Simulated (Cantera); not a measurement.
What does this Cantera script print?

```python
import numpy as np
import cantera as ct

gas = ct.Solution("h2o2.yaml")
gas.TPX = 448, 18000, {'H2': 1, 'O2': 0.455, 'N2': 1.71}
flame = ct.FreeFlame(gas, width=0.13)
flame.set_refine_criteria(ratio=3, slope=0.08, curve=0.16)
flame.transport_model = "mixture-averaged"
flame.solve(loglevel=0, auto=True)
z, T = flame.grid, flame.T
thick = (T[-1] - T[0]) / np.gradient(T, z).max()
show = ['H2', 'O2', 'H2O', 'H', 'OH', 'HO2']
print(f"laminar burning velocity  {flame.velocity[0] * 100:.3f} cm/s")
print(f"burnt temperature         {T[-1]:.1f} K")
print(f"thermal thickness         {thick * 1e3:.4f} mm")
print(f"grid points               {len(z)}")
z0 = z[flame.heat_release_rate.argmax()]
print(f"{'z/mm':>9s}{'T/K':>9s}{'u/(m/s)':>9s}" + "".join(f"{s:>11s}" for s in show))
rows = []
for k in (-3, -2, -1.5, -1, -0.5, -0.25, 0, 0.25, 0.5, 1, 2, 4, 8):
    zz = z0 + k * thick
    rows.append([k * thick, np.interp(zz, z, T), np.interp(zz, z, flame.velocity),
                 *(np.interp(zz, z, flame.X[gas.species_index(s)]) for s in show)])
    print(f"{rows[-1][0] * 1e3:9.3f}{rows[-1][1]:9.1f}{rows[-1][2]:9.3f}" + "".join(f"{x:11.3e}" for x in rows[-1][3:]))
```

It prints:

```
laminar burning velocity  401.223 cm/s
burnt temperature         2407.4 K
thermal thickness         4.0093 mm
grid points               143
     z/mm      T/K  u/(m/s)         H2         O2        H2O          H         OH        HO2
  -12.028    448.0    4.012  3.160e-01  1.438e-01  2.261e-15  1.228e-18  3.049e-19  1.078e-14
   -8.019    448.0    4.012  3.160e-01  1.438e-01  1.274e-13  1.092e-15  7.629e-17  6.905e-13
   -6.014    448.0    4.012  3.160e-01  1.438e-01  3.268e-12  9.853e-14  2.045e-15  2.050e-11
   -4.009    448.0    4.012  3.160e-01  1.438e-01  1.317e-09  3.723e-10  7.507e-13  9.677e-09
   -2.005    451.5    4.038  3.149e-01  1.439e-01  1.038e-04  3.159e-05  9.792e-06  6.303e-05
   -1.002    623.2    5.483  2.899e-01  1.401e-01  1.318e-02  5.775e-03  5.556e-04  6.809e-05
    0.000   1082.4    9.190  1.615e-01  9.674e-02  1.090e-01  5.634e-02  2.618e-03  2.130e-05
    1.002   1381.5   11.586  6.307e-02  3.483e-02  2.192e-01  8.636e-02  7.642e-03  6.866e-06
    2.005   1507.0   12.548  5.538e-02  2.596e-02  2.354e-01  7.957e-02  1.007e-02  4.476e-06
    4.009   1646.9   13.584  5.735e-02  2.273e-02  2.430e-01  6.606e-02  1.254e-02  3.316e-06
    8.019   1800.7   14.687  5.839e-02  1.943e-02  2.525e-01  5.166e-02  1.477e-02  2.401e-06
   16.037   1958.0   15.778  5.738e-02  1.589e-02  2.642e-01  3.809e-02  1.616e-02  1.695e-06
   32.074   2108.1   16.785  5.437e-02  1.229e-02  2.774e-01  2.645e-02  1.626e-02  1.208e-06
```

Computed with Cantera and the H2/O2 subset of GRI-Mech 3.0, which has no nitrogen chemistry. Burning velocities carry a grid error of a few per cent, more on coarse grids.
